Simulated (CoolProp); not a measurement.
Saturation properties of n-perfluorohexane (Tc = 448.0 K, pc = 1742 kPa, ω = 0.497).

Model: reference Helmholtz-energy equation of state, Gao 2022, in CoolProp.

```csv
T (K),p (kPa),liquid density (kg/m³),vapour density (kg/m³),enthalpy of vaporisation (kJ/kg),liquid cp (kJ/(kg K))
241.7,1.155,1834,0.1947,107.1,0.9585
265.4,5.570,1769,0.8591,101.3,0.9956
289.2,19.57,1702,2.802,95.39,1.033
313,54.21,1632,7.329,89.23,1.070
336.7,125.3,1558,16.33,82.62,1.109
360.5,254.4,1475,32.72,75.17,1.151
384.3,466.7,1379,61.23,66.42,1.204
408,791.5,1258,111.5,55.42,1.287
431.8,1275,1073,217.7,38.88,1.548
```

It boils at 330.3 K under 1 atm.
